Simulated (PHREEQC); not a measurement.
Solution A (0.012 mol HF, 4.1e-05 mol (CH3)4NF and 4.9e-05 mol H2SO4 per kg of water) is mixed with solution B (140 mmol/kgw H2SO4 and 0.099 mmol/kgw NaCl) at 25 °C; shares are by mass of water, 1 kg in all. Oxygen is held at 0.21 atm. No CO2 enters from the air. Precipitation was switched off in this run.

All values are PHREEQC results (ion-association model, wateq4f.dat), not measurements.

```tsv
share of solution B	pH	HSO4- (mol/kgw)	HF (mol/kgw)	F- (mol/kgw)
0	2.60	8.38e-6	0.00894	0.00251
0.1	1.73	0.00746	0.00987	0.000423
0.2	1.49	0.0180	0.00897	0.000227
0.3	1.34	0.0295	0.00794	0.000148
0.4	1.23	0.0415	0.00687	___
0.5	___	0.0537	0.00577	___
0.6	1.08	___	___	5.11e-5
0.7	1.02	0.0788	0.00351	3.44e-5
0.8	___	___	0.00236	2.09e-5
0.9	0.93	0.104	0.00119	___
1	0.89	0.117	0	0
```

**Question.** What belongs in the gaps?

**Answer.** 
- 0.4, F- (mol/kgw): 0.000103
- 0.5, pH: 1.15
- 0.5, F- (mol/kgw): 7.28e-5
- 0.6, HSO4- (mol/kgw): 0.0662
- 0.6, HF (mol/kgw): 0.00465
- 0.8, pH: 0.97
- 0.8, HSO4- (mol/kgw): 0.0916
- 0.9, F- (mol/kgw): 9.62e-6

Complexes and solids missing from the database can't appear. (CH3)4N+ isn't in the database: it is added as a free cation with an ion size of 4 Å.
